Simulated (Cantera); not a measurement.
Charge: 1 mol AlI₃, 2.7 mol N₂, 690 mol H₂, held at 165 Torr.

Equilibrium computed with Cantera from the NASA thermochemical tables; the gas is ideal and each condensed phase is pure. Candidate condensed phases: Al, AlI₃, AlN, I₂; 19 gas species. The numbers say what is thermodynamically allowed, not how fast it happens.

Q: Which condensed phases are stable at each of these points (T (°C)): 1252, 1277, 1302, 1327, 1352, 1377, 1402, 1427, 1452, 1477?

A: 
```csv
T (°C),condensed phases,Al condensed (%)
1252,AlN(s),86.4
1277,AlN(s),80.4
1302,AlN(s),72.3
1327,AlN(s),62.1
1352,AlN(s),49.4
1377,AlN(s),34.3
1402,AlN(s),17.1
1427,gas only,0.0
1452,gas only,0.0
1477,gas only,0.0
```

From 1252 °C to 1402 °C the condensed part is AlN(s). From 1427 °C to 1477 °C nothing is condensed.
